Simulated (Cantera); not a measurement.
## Equilibrium for silicon epitaxy and polysilicon growth: Si₂H₆ + HCl + H₂

A closed system holds: 1 mol Si₂H₆, 0.43 mol HCl, 180 mol H₂, at 0.130 bar.

These are equilibrium values from Cantera (NASA tables, ideal gas, pure condensed phases), not measurements of a reactor. Candidate condensed phases: Si; 19 gas species. The feed counts by its element totals alone. Gases not in the tables: Si₂H₆ and higher silanes. The numbers say what is thermodynamically allowed, not how fast it happens.

From 825 K to 1575 K the condensed part is Si(s). At 1725 K the condensed part is Si(l). The main Si-bearing gas is SiHCl₃ at 825 K and SiCl₂ at 1725 K. The share of Si in condensed phases is highest at 1275 K (99.9 %) and lowest at 825 K (95.2 %).

```json
[
 {"T (K)": "825", "x H₂": "0.999", "x HCl": "0.000666", "x H": "2.20e-11", "x SiHCl₃": "0.000306", "x SiCl₄": "0.000165", "x SiH₂Cl₂": "4.79e-5", "n Si(s)": "1.90", "n Si(l)": "0"},
 {"T (K)": "975", "x H₂": "0.998", "x HCl": "0.00199", "x H": "3.17e-9", "x SiHCl₃": "6.58e-5", "x SiCl₄": "2.30e-5", "x SiH₂Cl₂": "1.97e-5", "n Si(s)": "1.98", "n Si(l)": "0"},
 {"T (K)": "1125", "x H₂": "0.998", "x HCl": "0.00230", "x H": "1.23e-7", "x SiHCl₃": "3.01e-6", "x SiCl₄": "4.00e-7", "x SiH₂Cl₂": "2.78e-6", "n Si(s)": "2.00", "n Si(l)": "0"},
 {"T (K)": "1275", "x H₂": "0.998", "x HCl": "0.00231", "x H": "2.04e-6", "x SiHCl₃": "2.10e-7", "x SiCl₄": "1.21e-8", "x SiH₂Cl₂": "5.08e-7", "n Si(s)": "2.00", "n Si(l)": "0"},
 {"T (K)": "1425", "x H₂": "0.998", "x HCl": "0.00231", "x H": "1.89e-5", "x SiHCl₃": "2.57e-8", "x SiCl₄": "7.60e-10", "x SiH₂Cl₂": "1.32e-7", "n Si(s)": "2.00", "n Si(l)": "0"},
 {"T (K)": "1575", "x H₂": "0.998", "x HCl": "0.00231", "x H": "0.000115", "x SiHCl₃": "4.70e-9", "x SiCl₄": "8.14e-11", "x SiH₂Cl₂": "4.47e-8", "n Si(s)": "2.00", "n Si(l)": "0"},
 {"T (K)": "1725", "x H₂": "0.997", "x HCl": "0.00230", "x H": "0.000514", "x SiHCl₃": "1.08e-9", "x SiCl₄": "1.21e-11", "x SiH₂Cl₂": "1.71e-8", "n Si(s)": "0", "n Si(l)": "1.99"}
]
```
x: gas mole fraction; n: condensed amount in mol.
